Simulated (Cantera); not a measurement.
Input: 1 mol AlN, a varied amount of H2, equilibrated at 1873 K and 1.33 mbar.

Method: chemical equilibrium by Gibbs-energy minimisation in Cantera with the NASA 1993 tables (ideal gas, pure condensed phases). Candidate condensed phases: Al, AlN; 13 gas species. Kinetics and transport are ignored.

### Question
Which condensed phases are stable at each of these points (n(H2) (mol)): 4.5, 8.9, 13, 18, 22, 26, 31, 35, 39, 44, 48, 53?

### Answer
```json
[
 {"n(H2) (mol)": "4.5", "condensed phases": "AlN(s)", "Al condensed (%)": "27.9"},
 {"n(H2) (mol)": "8.9", "condensed phases": "gas only", "Al condensed (%)": "0.0"},
 {"n(H2) (mol)": "13", "condensed phases": "gas only", "Al condensed (%)": "0.0"},
 {"n(H2) (mol)": "18", "condensed phases": "gas only", "Al condensed (%)": "0.0"},
 {"n(H2) (mol)": "22", "condensed phases": "gas only", "Al condensed (%)": "0.0"},
 {"n(H2) (mol)": "26", "condensed phases": "gas only", "Al condensed (%)": "0.0"},
 {"n(H2) (mol)": "31", "condensed phases": "gas only", "Al condensed (%)": "0.0"},
 {"n(H2) (mol)": "35", "condensed phases": "gas only", "Al condensed (%)": "0.0"},
 {"n(H2) (mol)": "39", "condensed phases": "gas only", "Al condensed (%)": "0.0"},
 {"n(H2) (mol)": "44", "condensed phases": "gas only", "Al condensed (%)": "0.0"},
 {"n(H2) (mol)": "48", "condensed phases": "gas only", "Al condensed (%)": "0.0"},
 {"n(H2) (mol)": "53", "condensed phases": "gas only", "Al condensed (%)": "0.0"}
]
```

At 4.5 mol H2 the condensed part is AlN(s). From 8.9 mol H2 to 53 mol H2 nothing is condensed.
